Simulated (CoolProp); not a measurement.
Values from CoolProp's reference Helmholtz-energy equation of state, Thol 2018.

**Question.** For hydrogen chloride, give the phase and the density (kg/m³), cv (kJ/(kg K)) at 339.8 K and 20.8 bar; 339.8 K and 26 bar.

**Answer.** 
- 339.8 K and 20.8 bar: gas; density 29.3, cv 0.624
- 339.8 K and 26 bar: gas; density 37.6, cv 0.639
